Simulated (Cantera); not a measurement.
An isothermal, constant-pressure homogeneous reactor starts with CH₄ : H₂ : N₂ = 1 : 73 : 3.6 (molar parts), at 2023 K and 20.0 Torr.

Computed with Cantera and GRI-Mech 3.0 (53 species, 325 reactions). GRI-Mech 3.0 stops at C3 and has no aromatics, soot or wall deposition, so with more carbon than oxygen in the feed, carbon stays in small species such as C2H2 where larger ones or solid carbon would form. Radical loss at walls, strong at low pressure, is not modelled.

One state of this run: x CH₄ = 6.95e-5; x H₂ = 0.937; x H = 0.0112; x C₂H₆ = 6.52e-11; x CH₃ = 1.63e-5. x: mole fraction; the columns are a selection and need not sum to one.

### Question
Which value of t (s) does it belong to?
A) 0.118
B) 1.00
C) 0.00688
D) 0.241

### Answer
B, 1.00
